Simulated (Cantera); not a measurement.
Feed: 1 mol Cu2O, 15 mol CO, 0.93 mol H2, at 1750 K and 0.00133 bar.

Cantera equilibrium calculation (NASA polynomials, part measured and part estimated; ideal gas, pure solids and liquids). Candidate condensed phases: C, C6H6, C7H8, C8H18, Cu, CuO, Cu(OH)2, Cu2O, H2O; 113 gas species. Kinetics and transport are ignored.

Base state: CO 0.789, Cu 0.111, CO2 0.0467, H2 0.0421, H2O 0.00903, H 0.00131, Cu2 8.49e-5, OH 1.64e-5 (mole fractions); condensed: gas only.

Problem. What changes in the equilibrium state with this change: temperature from 1750 K to 2175 K?

Solution. 
```json
[
 {"species": "CO", "before": "0.789", "after": "0.781"},
 {"species": "Cu", "before": "0.111", "after": "0.110"},
 {"species": "CO2", "before": "0.0467", "after": "0.0446"},
 {"species": "H", "before": "0.00131", "after": "0.0232"},
 {"species": "H2", "before": "0.0421", "after": "0.0302"},
 {"species": "O2", "before": "3.83e-8", "after": "6.25e-5"},
 {"species": "O", "before": "4.01e-7", "after": "0.000499"},
 {"species": "OH", "before": "1.64e-5", "after": "0.000925"},
 {"species": "Cu2", "before": "8.49e-5", "after": "6.01e-6"}
]
```

Problem. What changes in the equilibrium state with this change: pressure from 0.00133 bar to 0.0133 bar?

Solution. 
```
species      before     after
----------  -------  --------
CO            0.789     0.869
CO2          0.0467    0.0513
H2           0.0421    0.0468
Cu            0.111    0.0224
H2O         0.00903    0.0100
OH          1.64e-5   5.47e-6
H           0.00131  0.000436
Cu2         8.49e-5   3.44e-5
Cu(l), mol        0      1.63
```

Problem. What changes in the equilibrium state with this change: H2 from 0.93 to 11 mol?

Solution. 
```tsv
species	before	after
CO	0.789	0.525
H2	0.0421	0.365
Cu	0.111	0.0712
CO2	0.0467	0.0101
H2O	0.00903	0.0255
H	0.00131	0.00385
Cu2	8.49e-5	3.47e-5
OH	1.64e-5	1.58e-5
```
